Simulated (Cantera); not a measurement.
## Thermodynamics of abatement and gas-phase synthesis, feed SO₂ + H₂

Input: 1 mol SO₂, 0.25 mol H₂, held at 700 K and 0.300 bar.

These are equilibrium values from Cantera (NASA tables, ideal gas, pure condensed phases), not measurements of a reactor. Candidate condensed phases: H₂O, H₂SO₄, S; 19 gas species. Gases not in the tables: S₃ to S₇. Equilibrium is a limit: real reactors are often held back by kinetics, nucleation or transport.

```json
{
  "x(SO₂)": "0.757",
  "x(H₂O)": "0.202",
  "x(S₂)": "0.0205",
  "x(H₂S)": "0.0128",
  "x(S₈)": "0.00542",
  "x(S₂O)": "0.00250",
  "x(H₂)": "1.21e-5",
  "gas_amount": "1.164 mol",
  "log10 activity of S(l) (absent)": "-0.27",
  "log10 activity of H₂SO₄(l) (absent)": "-11.68"
}
```
